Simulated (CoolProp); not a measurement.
Vapour-liquid equilibrium of carbon dioxide (1) + carbonyl sulfide (2) at 1.5 MPa; x and y are mole fractions of (1).

Values from CoolProp's multi-fluid Helmholtz-energy mixture model, Span 1996 and Lemmon 2006; pair parameters Bell 2016.

```tsv
x	bubble temperature (K)	y at the bubble point	dew temperature at overall composition x (K)	liquid density (mol/L)
0.05	294.5	0.222	302.4	16.76
0.2	274.5	0.579	295.5	18.16
0.35	263.9	0.729	288.0	19.24
0.5	257.4	0.811	279.5	20.23
0.65	252.8	0.870	269.7	21.27
0.8	249.0	0.923	258.3	22.43
0.95	245.7	0.979	247.3	23.79
```

No azeotrope shows between x = 0.05 and 0.95.

Pair parameters are fitted to limited data, so mixtures are less certain than the pure fluids.
